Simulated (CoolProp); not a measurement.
Computed with CoolProp (reference Helmholtz-energy equation of state, Zhou 2012).

Q: Give the vapour pressure (kPa), liquid density (kg/m³), vapour Z of saturated p-xylene at 213.05 °C.

A: 
| T (°C) | p (kPa) | liquid density (kg/m³) | vapour Z |
|---|---|---|---|
| 213.05 | 528 | 671 | 0.855 |
